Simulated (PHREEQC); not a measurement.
Consider water at 25 °C with 0.074 mol HF, 5.5e-05 mol (NH4)2SiF6, 0.0014 mol H3AsO4 and 0.14 mol H2SO4 per kg of water. Closed to the air; pH follows from the charge balance.

All values are PHREEQC results (ion-association model, wateq4f.dat), not measurements.

No solid was allowed to form.

Task: Order these F species by the share of F that they hold, largest first: H2F2, F-, SiF6-2, HF2-, HF.

Result: HF (76 %), H2F2 (23 %), F- (0.57 %), SiF6-2 (0.44 %), HF2- (0.25 %)

The pH is 0.88 and the ionic strength 0.186 mol/kgw. Complexes and solids missing from the database can't appear. wateq4f.dat counts part of the HF as a dimer, H2F2, which phreeqc.dat doesn't know; its constant is uncertain. SiF6-2 is the database's only silicon fluoride.
